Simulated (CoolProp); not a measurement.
Propyne at several states: fugacity coefficient from the reference equation and from simpler models built on Tc = 129.6 °C, pc = 5658 kPa, ω = 0.204; each cubic takes its own stable root.

Model: reference Helmholtz-energy equation of state, Polt 1992, in CoolProp. This equation is an older, rougher fit; its heat capacities, sound speeds and derivatives of the liquid may be far off and weren't checked against measurements.

```
T (°C)  p (kPa)          phase   reference  van der Waals  Soave-Redlich-Kwong
------  -------  -------------  ----------  -------------  -------------------
151.25    20900  supercritical  (withheld)     (withheld)           (withheld)
69.75       118            gas      0.9879         0.9909               0.9883
178.95     1000            gas  (withheld)     (withheld)           (withheld)
127.25      349            gas      0.9782         0.9815               0.9787
107.25     1260            gas      0.9081     (withheld)               0.9101
```

Problem. Complete the blanks.

Solution. 
- 151.25, reference: 0.3353
- 151.25, van der Waals: 0.3811
- 151.25, Soave-Redlich-Kwong: 0.3595
- 178.95, reference: 0.9579
- 178.95, van der Waals: 0.9607
- 178.95, Soave-Redlich-Kwong: 0.9597
- 107.25, van der Waals: 0.9245
